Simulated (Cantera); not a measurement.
Cantera with NASA thermochemical tables; ideal gases at 1 bar, condensed phases pure. Values are per mole of reaction as written; species without (g) are pure solids or liquids, kept so even where they would boil at 1 bar. ZrN: taken at fixed stoichiometry.

2 ZrN + 4 OH(g) ⇌ N₂(g) + 4 H(g) + 2 ZrO₂, with ΔH° = -749.8 kJ and ΔS° = -61.4 J/K at 300 K.

How far is the shortcut ΔG° ≈ ΔH°(300 K) − T·ΔS°(300 K) from the full temperature-dependent value at 475, 525, 575, 625, 675, 725, 775, 825, 875, 925, 975 K?


```csv
T (K),shortcut (kJ),full (kJ),difference (kJ),difference in log10 K
475,-720.6,-721.9,1.3,-0.14
525,-717.6,-719.6,2.1,-0.20
575,-714.5,-717.5,3.0,-0.28
625,-711.4,-715.6,4.2,-0.35
675,-708.3,-713.8,5.5,-0.42
725,-705.3,-712.2,6.9,-0.50
775,-702.2,-710.7,8.5,-0.57
825,-699.1,-709.3,10.2,-0.64
875,-696.1,-708.0,12.0,-0.72
925,-693.0,-706.9,13.9,-0.79
975,-689.9,-705.9,16.0,-0.85
```
The shortcut ignores the heat-capacity change of the reaction.
